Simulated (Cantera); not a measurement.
TiO2 + CH4 + CO + C (carbothermic reduction)

A closed system holds: 1 mol TiO2, 0.79 mol CH4, 0.059 mol CO, 1.5 mol C, equilibrated at 1 atm.

Equilibrium computed with Cantera from the NASA thermochemical tables; the gas is ideal and each condensed phase is pure. Candidate condensed phases: C, C6H6, C7H8, C8H18, H2O, Ti, TiC, TiO, TiO2, Ti2O3, Ti3O5, Ti4O7; 113 gas species. Mutual solubility and eutectic melting of coexisting phases are not modelled. TiC: taken at fixed stoichiometry. Kinetics and transport are ignored.

| T (°C) | log p CO | log p H2 | log p H | log p H2O | log p CH4 | log p CO2 | n TiC(s) | n Ti3O5(s) | n Ti2O3(s) | n Ti2O3(l) |
|---|---|---|---|---|---|---|---|---|---|---|
| 1302 | -0.29 | -0.30 | -4.53 | -3.50 | -3.42 | -3.96 | 0.734 | 0.0887 | 0 | 0 |
| 1352 | -0.29 | -0.30 | -4.30 | -3.48 | -3.67 | -3.96 | 0.716 | 0 | 0.142 | 0 |
| 1402 | -0.29 | -0.30 | -4.09 | -3.46 | -3.91 | -3.97 | 0.716 | 0 | 0.142 | 0 |
| 1452 | -0.29 | -0.30 | -3.88 | -3.45 | -4.13 | -3.98 | 0.716 | 0 | 0.142 | 0 |
| 1502 | -0.29 | -0.30 | -3.69 | -3.43 | -4.33 | -3.99 | 0.717 | 0 | 0.142 | 0 |
| 1552 | -0.29 | -0.30 | -3.51 | -3.42 | -4.52 | -4.00 | 0.717 | 0 | 0.142 | 0 |
| 1602 | -0.29 | -0.30 | -3.33 | -3.41 | -4.71 | -4.01 | 0.717 | 0 | 0.142 | 0 |
| 1652 | -0.29 | -0.30 | -3.17 | -3.40 | -4.88 | -4.01 | 0.717 | 0 | 0.142 | 0 |
| 1702 | -0.29 | -0.30 | -3.02 | -3.38 | -5.04 | -4.02 | 0.717 | 0 | 0.142 | 0 |
| 1752 | -0.29 | -0.30 | -2.87 | -3.37 | -5.20 | -4.03 | 0.717 | 0 | 0.142 | 0 |
| 1802 | -0.29 | -0.30 | -2.73 | -3.36 | -5.35 | -4.04 | 0.717 | 0 | 0.142 | 0 |
| 1852 | -0.29 | -0.30 | -2.59 | -3.36 | -5.49 | -4.04 | 0.717 | 0 | 0 | 0.142 |
log p: log10 of the partial pressure in bar; n: condensed amount in mol.

At 1302 °C the condensed part is TiC(s) + Ti3O5(s). From 1352 °C to 1802 °C the condensed part is TiC(s) + Ti2O3(s). At 1852 °C the condensed part is TiC(s) + Ti2O3(l).
